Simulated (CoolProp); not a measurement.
Ethanol along the isobar 19.9 MPa: density (kg/m³) from the reference equation and from simpler models built on Tc = 241.6 °C, pc = 6.268 MPa, ω = 0.644; each cubic takes its own stable root.

Values from CoolProp's reference Helmholtz-energy equation of state, Schroeder 2014.

| T (°C) | phase | reference |
|---|---|---|
| -65.55 | liquid | 873.1 |
| -53.25 | liquid | 863.0 |
| -40.95 | liquid | 853.0 |
| -28.65 | liquid | 843.2 |
| -16.35 | liquid | 833.5 |
| -4.05 | liquid | 823.9 |
| 8.25 | liquid | 814.4 |
| 20.55 | liquid | 804.9 |
| 32.85 | liquid | 795.3 |
| 45.15 | liquid | 785.6 |

Q: How far does each simpler model (van der Waals, Redlich-Kwong, Soave-Redlich-Kwong, Peng-Robinson) lie from the reference over these 10 states: mean and median of the absolute difference, and the worst?

A: 
- van der Waals: mean 44.9 %, median 44.9 %, worst -45.4 % at -65.55 °C and 19.9 MPa
- Redlich-Kwong: mean 19.9 %, median 19.8 %, worst -20.4 % at 45.15 °C and 19.9 MPa
- Soave-Redlich-Kwong: mean 16.0 %, median 15.8 %, worst -17.0 % at -65.55 °C and 19.9 MPa
- Peng-Robinson: mean 5.9 %, median 5.7 %, worst -7.2 % at -65.55 °C and 19.9 MPa
